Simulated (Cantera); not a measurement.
An adiabatic, constant-pressure homogeneous reactor starts with C3H8 : O2 : N2 = 1 : 2.17 : 8.17 (molar parts), equivalence ratio 2.3, at 1175 K and 0.987 atm. Integrator tolerance rtol = 1e-08.

Cantera simulation using GRI-Mech 3.0 (53 species, 325 reactions); the numbers are that mechanism's predictions, not measurements. GRI-Mech 3.0 was tuned for natural gas; its chemistry of propane as a main component is partial and can be far from experiment.

Problem. What does this change do: initial temperature 1175 to 1375 K?

Solution. 
```csv
quantity,before,after
time of steepest temperature rise,10.8 ms,0.358 ms
temperature at 8.00 s,2162 K,2333 K
equilibrium temperature,2162 K,2333 K
x(C3H8) at 8.00 s,<1e-12 (gas-phase equilibrium <1e-12),<1e-12 (gas-phase equilibrium <1e-12)
x(O2) at 8.00 s,1.27e-7 (gas-phase equilibrium 1.27e-7),1.03e-6 (gas-phase equilibrium 1.03e-6)
x(HCN) at 8.00 s,3.19e-7 (gas-phase equilibrium 3.19e-7),3.05e-7 (gas-phase equilibrium 3.05e-7)
x(C2H) at 8.00 s,<1e-12 (gas-phase equilibrium <1e-12),<1e-12 (gas-phase equilibrium <1e-12)
x(NO) at 8.00 s,7.46e-6 (gas-phase equilibrium 7.46e-6),3.07e-5 (gas-phase equilibrium 3.07e-5)
x(CH2CO) at 8.00 s,<1e-12 (gas-phase equilibrium <1e-12),<1e-12 (gas-phase equilibrium <1e-12)
x(H2) at 8.00 s,0.188 (gas-phase equilibrium 0.188),0.186 (gas-phase equilibrium 0.186)
```

Problem. What does this change do: pressure from 0.987 atm to 9.87 atm?

Solution. 
| quantity | before | after |
|---|---|---|
| time of steepest temperature rise | 10.8 ms | 2.92 ms |
| temperature at 8.00 s | 2162 K | 2171 K |
| equilibrium temperature | 2162 K | 2171 K |
| x(C3H8) at 8.00 s | <1e-12 (gas-phase equilibrium <1e-12) | <1e-12 (gas-phase equilibrium <1e-12) |
| x(O2) at 8.00 s | 1.27e-7 (gas-phase equilibrium 1.27e-7) | 1.41e-8 (gas-phase equilibrium 1.41e-8) |
| x(HCN) at 8.00 s | 3.19e-7 (gas-phase equilibrium 3.19e-7) | 3.20e-6 (gas-phase equilibrium 3.20e-6) |
| x(C2H) at 8.00 s | <1e-12 (gas-phase equilibrium <1e-12) | <1e-12 (gas-phase equilibrium <1e-12) |
| x(NO) at 8.00 s | 7.46e-6 (gas-phase equilibrium 7.46e-6) | 2.54e-6 (gas-phase equilibrium 2.54e-6) |
| x(CH2CO) at 8.00 s | <1e-12 (gas-phase equilibrium <1e-12) | 1.92e-11 (gas-phase equilibrium 2.15e-11) |
| x(H2) at 8.00 s | 0.188 (gas-phase equilibrium 0.188) | 0.189 (gas-phase equilibrium 0.189) |
